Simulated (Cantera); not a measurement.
Input (Python, Cantera):

```python
import numpy as np
import cantera as ct

gas = ct.Solution("gri30.yaml")
gas.TPX = 950, 13332, {'H2': 0.93, 'O2': 1, 'N2': 18}
reactor = ct.IdealGasConstPressureReactor(gas, energy="off", clone=False)
net = ct.ReactorNet([reactor])
net.rtol, net.atol = 1e-08, 1e-18
show = ['H2', 'O2', 'HO2', 'NO', 'H']
times = np.geomspace(1e-06, 6, 15)

steps = ct.SolutionArray(gas, extra=["t"])
rows = []
print(f"{'t/s':>10s}{'T/K':>9s}{'P/Pa':>11s}" + "".join(f"{s:>11s}" for s in show))
for t in times:
    while net.time < t:
        t_next = net.step()
        steps.append(gas.state, t=t_next)
    rows.append([np.interp(t, steps.t, y) for y in (steps.T, steps.P, *steps(*show).X.T)])
    print(f"{t:10.3e}{rows[-1][0]:9.1f}{rows[-1][1]:11.4g}" + "".join(f"{x:11.3e}" for x in rows[-1][2:]))
rate = np.gradient(steps.T, steps.t)
print("integrator steps:", len(steps.t))
if steps.T.max() > steps.T[0] + 200:
    print(f"time of steepest temperature rise: {steps.t[rate.argmax()]:.4e} s")
gas.TPX = 950, 13332, {'H2': 0.93, 'O2': 1, 'N2': 18}
gas.equilibrate("TP")
print(f"equilibrium (TP): T = {gas.T:.1f} K  " + "  ".join(f"{s} {gas[s].X[0]:.3e}" for s in show))
```

Result:

```
       t/s      T/K       P/Pa         H2         O2        HO2         NO          H
 1.000e-06    950.0  1.333e+04  4.666e-02  5.018e-02  5.381e-14  2.391e-32  5.369e-14
 3.049e-06    950.0  1.333e+04  4.666e-02  5.018e-02  1.642e-13  5.298e-31  1.632e-13
 9.296e-06    950.0  1.333e+04  4.666e-02  5.018e-02  5.018e-13  1.404e-29  4.937e-13
 2.834e-05    950.0  1.333e+04  4.666e-02  5.018e-02  1.541e-12  3.973e-28  1.488e-12
 8.642e-05    950.0  1.333e+04  4.666e-02  5.018e-02  4.799e-12  1.147e-26  4.624e-12
 2.635e-04    950.0  1.333e+04  4.666e-02  5.018e-02  1.576e-11  3.096e-25  1.785e-11
 8.034e-04    950.0  1.333e+04  4.666e-02  5.018e-02  7.384e-11  1.379e-23  1.652e-10
 2.449e-03    950.0  1.333e+04  4.666e-02  5.018e-02  9.697e-09  4.235e-19  4.178e-08
 7.468e-03    950.0  1.333e+04  8.979e-03  3.310e-02  4.338e-06  2.482e-07  9.102e-03
 2.277e-02    950.0  1.333e+04  3.024e-04  2.760e-02  2.490e-06  4.529e-07  2.849e-05
 6.943e-02    950.0  1.333e+04  5.796e-05  2.751e-02  9.875e-07  4.467e-07  1.197e-06
 2.117e-01    950.0  1.333e+04  8.974e-06  2.749e-02  2.346e-07  4.351e-07  7.659e-08
 6.454e-01    950.0  1.333e+04  8.414e-07  2.748e-02  3.113e-08  4.299e-07  3.617e-09
 1.968e+00    950.0  1.333e+04  5.225e-08  2.748e-02  4.101e-09  4.364e-07  1.861e-10
 6.000e+00    950.0  1.333e+04  4.125e-09  2.748e-02  8.617e-10  4.446e-07  1.743e-11
integrator steps: 1484
equilibrium (TP): T = 950.0 K  H2 1.448e-11  O2 2.748e-02  HO2 3.647e-11  NO 6.913e-06  H 5.835e-15
```

Computed with Cantera and GRI-Mech 3.0 (53 species, 325 reactions). Radical loss at walls, strong at low pressure, is not modelled. The temperature is held fixed by assumption; the heat of reaction is taken as removed at once.
